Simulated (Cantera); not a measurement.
**Halide evaporation, hydrolysis and transport: FeCl3 + O2 + N2**

Charge: 1 mol FeCl3, 0.038 mol O2, 0.28 mol N2, at 0.00105 Torr.

These are equilibrium values from Cantera (NASA tables, ideal gas, pure condensed phases), not measurements of a reactor. Candidate condensed phases: Fe, FeCl2, FeCl3, FeO, Fe2O3, Fe3O4; 19 gas species. Kinetics and transport are ignored.

```csv
T (°C),x Cl,x FeCl2,x Fe,x Cl2,x FeCl3,x N2,x O2,x O,n Fe2O3(s)
652,0.0451,0.394,<1e-12,0.213,0.177,0.167,0.00330,6.50e-10,0.0217
752,0.180,0.469,<1e-12,0.145,0.0429,0.143,0.0195,3.89e-8,0
852,0.360,0.446,<1e-12,0.0431,0.00703,0.127,0.0172,5.12e-7,0
952,0.420,0.434,2.52e-11,0.00664,0.00103,0.122,0.0165,4.57e-6,0
1052,0.430,0.432,9.42e-9,0.00108,0.000182,0.121,0.0164,2.98e-5,0
1152,0.431,0.431,1.59e-6,0.000220,4.07e-5,0.121,0.0163,0.000150,0
1252,0.431,0.431,0.000137,5.48e-5,1.10e-5,0.121,0.0160,0.000605,0
1352,0.439,0.418,0.00643,1.67e-5,3.46e-6,0.119,0.0147,0.00199,0
1452,0.534,0.262,0.0869,8.35e-6,9.57e-7,0.0987,0.00919,0.00470,0
1552,0.666,0.0440,0.204,4.93e-6,8.10e-8,0.0703,0.00396,0.00818,0
1652,0.689,0.00331,0.227,2.21e-6,2.79e-9,0.0648,0.00171,0.0129,0
```
x: gas mole fraction; n: condensed amount in mol.

At 652 °C the condensed part is Fe2O3(s). From 752 °C to 1652 °C nothing is condensed. The main Fe-bearing gas is FeCl2 at 652 °C and Fe at 1652 °C.
